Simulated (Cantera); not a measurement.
A freely propagating, adiabatic, planar premixed flame of 14.3 % CH4, 23.8 % O2, 61.8 % N2, 0.143 % H2, equivalence ratio 1.2, unburnt at 375 K and 5.00 bar; mixture-averaged transport, grid criteria slope 0.08 and curve 0.16, no radiation.

Model: GRI-Mech 3.0 (53 species, 325 reactions), integrated in Cantera. Burning velocities carry a grid error of a few per cent, more on coarse grids.

x: mole fraction of selected species; z is measured from the peak of heat release.

| z (mm) | T (K) | u (m/s) | x CH4 | x O2 | x H2O2 | x CH3 | x CO2 | x CO |
|---|---|---|---|---|---|---|---|---|
| -0.243 | 375 | 0.575 | 0.142 | 0.238 | 2.84e-8 | <1e-8 | 2.23e-7 | 4.17e-6 |
| -0.162 | 377 | 0.579 | 0.142 | 0.237 | 2.72e-7 | 3.57e-8 | 2.92e-6 | 4.01e-5 |
| -0.121 | 389 | 0.599 | 0.140 | 0.236 | … | … | … | … |
| -0.0809 | 499 | 0.777 | 0.132 | 0.227 | 1.60e-5 | 3.45e-6 | 0.000503 | 0.00290 |
| -0.0405 | 1110 | 1.77 | 0.0877 | 0.171 | 6.01e-5 | 0.000411 | 0.00726 | 0.0247 |
| -0.0202 | 1631 | 2.64 | 0.0467 | 0.113 | 1.85e-5 | 0.00276 | 0.0177 | 0.0497 |
| 0 | 2080 | 3.40 | 0.0114 | 0.0529 | 5.14e-6 | 0.00401 | 0.0333 | 0.0741 |
| 0.0202 | 2281 | 3.73 | 0.00107 | 0.0199 | 1.17e-6 | 0.000908 | 0.0490 | 0.0784 |
| 0.0405 | 2344 | 3.82 | 6.41e-5 | 0.00875 | 5.74e-7 | 7.55e-5 | 0.0600 | 0.0720 |
| 0.0809 | 2398 | 3.89 | … | … | … | … | 0.0687 | 0.0650 |
| 0.162 | 2452 | 3.96 | <1e-8 | 0.00227 | 2.74e-7 | <1e-8 | 0.0718 | 0.0625 |
| 0.324 | 2496 | 4.02 | <1e-8 | 0.00123 | 1.76e-7 | <1e-8 | 0.0728 | 0.0618 |
| 0.647 | 2521 | 4.06 | <1e-8 | 0.000714 | 1.16e-7 | <1e-8 | 0.0734 | 0.0615 |

Q: What belongs in the gaps?

A: 
- -0.121, x H2O2: 1.71e-6
- -0.121, x CH3: 2.08e-7
- -0.121, x CO2: 2.61e-5
- -0.121, x CO: 0.000258
- 0.0809, x CH4: 3.40e-7
- 0.0809, x O2: 0.00398
- 0.0809, x H2O2: 3.88e-7
- 0.0809, x CH3: 4.66e-7
